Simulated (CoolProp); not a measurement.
Properties of R1234ze(E) at several states.

Values from CoolProp's reference Helmholtz-energy equation of state, Thol 2016.

```tsv
T (K)	p (bar)	phase	cp (kJ/(kg K))	Prandtl number
400.8	9.23	gas	1.082	?
400.1	0.585	gas	1.030	?
301.8	0.859	gas	?	0.791
```

### Question
Complete the blanks.

### Answer

- 400.8, Prandtl number: 0.796
- 400.1, Prandtl number: 0.766
- 301.8, cp (kJ/(kg K)): 0.8917

Viscosity comes from a separate model (Bell 2016), an estimate that may be off by 10 % or more. Thermal conductivity comes from a separate model (Perkins 2011).
